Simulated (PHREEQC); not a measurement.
0.43 g of hydrous ferric oxide (600 m²/g; 0.2 weak and 0.005 strong sites per Fe, Dzombak-Morel constants, diffuse double layer) in 1 kg of water with 0.3 mol/kgw of an inert sodium salt and 5.2e-05 mol/kgw ZnSO4 and 5.5e-06 mol/kgw CaCl2, at 25 °C; the pH is set by adding NaOH or the inert anion's acid. O2 is buffered at 0.21 atm. No CO2 enters from the air. Precipitation was switched off in this run.

The series has 17 steps of pH, from 3 to 11.

Equilibrium calculation in PHREEQC: ion-association model, wateq4f.dat.

Q: Near which pH is half of the S sorbed, and on which side is more sorbed?

A: Near pH 5.6, with more sorbed at lower pH.

Q: Near which pH is half of the Zn sorbed, and on which side is more sorbed?

A: Near pH 6.3, with more sorbed at higher pH.

Q: Near which pH is half of the Ca sorbed, and on which side is more sorbed?

A: Near pH 8.9, with more sorbed at higher pH.

Species that the database lacks are ignored. The oxide is taken as insoluble; below pH 4 it would dissolve.
